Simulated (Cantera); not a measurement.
Input: 1 mol Si, 0.025 mol H2O, 77 mol H2, 0.55 mol NH3, at 1650 K and 750 Torr.

These are equilibrium values from Cantera (NASA tables, ideal gas, pure condensed phases), not measurements of a reactor. Mutual solubility and eutectic melting of coexisting phases are not modelled. Equilibrium is a limit: real reactors are often held back by kinetics, nucleation or transport.

```csv
species,before,after
H2,0.999,1.000
H,9.08e-5,3.34e-6
N2,0.000690,3.08e-6
SiO,2.36e-5,2.96e-8
"Si(s), mol",0.654,0.575
"Si2N2O(s), mol",0.0232,0.0250
"Si3N4(s), mol",0.0990,0.125
```
Gas species are given as mole fractions.

Q: Which change was made?
A. temperature from 1650 K to 1373.15 K
B. temperature from 1650 K to 1850 K
C. NH3 from 0.55 to 4 mol
D. H2O from 0.025 to 0.78 mol

A: A, temperature from 1650 K to 1373.15 K
